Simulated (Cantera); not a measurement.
A Cantera script and what it prints.

```python
import numpy as np
import cantera as ct

gas_names = """
    CL CL2 H HCL H2 K KCL KH K2 K2CL2
""".split()
cond_names = """
    K(cr) K(L) KCL(s) KCL(L)
""".split()


# ... load() reads the species with a 1 bar reference pressure and builds the phases ...
atoms = {
    'KCl': {'K': 1, 'CL': 1},
    'H2': {'H': 2},
}
top_T = {}  # K; cautious upper limits of use, not melting points


# ... equilibrate(T, P, feed) seeds the gas with the atoms and calls Mixture.equilibrate('TP', solver="vcs", rtol=1e-11, max_steps=5000) ...
results = []
feed = {'KCl': 1, 'H2': 22}  # mol
P = 5000  # Pa
for T in [1575, 1650, 1725, 1800, 1875, 1950, 2025]:
    mix = equilibrate(T, P, feed)
    results.append((T, P, feed, dict(zip(mix.species_names, mix.species_moles))))

top = {s: max(r[3][s] / sum(r[3][g] for g in gas_names) for r in results) for s in gas_names}
cols = sorted((s for s in top if top[s] > 1e-05), key=lambda s: -top[s])[:6]
seen = [c for c in cond_names if any(r[3].get(c, 0) > 1e-12 for r in results)]
print("log10 of partial pressures in bar; condensed amounts in mol")
print(f"{'T/K':>10s}" + "".join(f"{s[:9]:>10s}" for s in cols + seen))
for T, P, feed, n in results:
    ng = sum(n[g] for g in gas_names)
    print(f"{T:10.4g}" + "".join(f"{np.log10(max(n[s] / ng * P / 1e5, 1e-99)):10.3f}" for s in cols)
          + "".join(f"{n.get(c, 0):10.4g}" for c in seen))
```

Output:

```
log10 of partial pressures in bar; condensed amounts in mol
       T/K        H2       KCL         K       HCL         H     K2CL2
      1575    -1.321    -2.682    -4.091    -4.090    -5.042    -5.333
      1650    -1.322    -2.688    -3.935    -3.935    -4.702    -5.617
      1725    -1.322    -2.698    -3.796    -3.796    -4.392    -5.882
      1800    -1.323    -2.710    -3.669    -3.669    -4.108    -6.131
      1875    -1.324    -2.725    -3.555    -3.555    -3.845    -6.368
      1950    -1.326    -2.743    -3.451    -3.453    -3.604    -6.595
      2025    -1.328    -2.765    -3.358    -3.360    -3.380    -6.815
```

Method: chemical equilibrium by Gibbs-energy minimisation in Cantera with the NASA 1993 tables (ideal gas, pure condensed phases).
